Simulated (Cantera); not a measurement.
A closed system holds: 1 mol Si, 2.2 mol HBr, 0.88 mol H2, at 748.15 K and 1000 Pa.

Cantera equilibrium calculation (NASA polynomials, part measured and part estimated; ideal gas, pure solids and liquids). Candidate condensed phases: Br2, Si; 19 gas species. The tables' values for SiBr3 are old estimates; treat these amounts as uncertain. Equilibrium is a limit: real reactors are often held back by kinetics, nucleation or transport.

Base state: H2 0.777, SiBr4 0.211, SiHBr3 0.00704, HBr 0.00553, SiH2Br2 0.000109, SiBr3 3.37e-5, SiBr2 1.77e-5 (mole fractions); condensed: Si(s).

**Question.** What changes in the equilibrium state with this change: temperature from 748.15 K to 973.15 K?

**Answer.** 
| species | before | after |
|---|---|---|
| H2 | 0.777 | 0.737 |
| SiBr4 | 0.211 | 0.190 |
| HBr | 0.00553 | 0.0585 |
| SiBr2 | 1.77e-5 | 0.00466 |
| SiBr3 | 3.37e-5 | 0.00171 |
| SiH2Br2 | 0.000109 | 0.000150 |
| SiHBr3 | 0.00704 | 0.00776 |
| Si(s), mol | 0.449 | 0.475 |
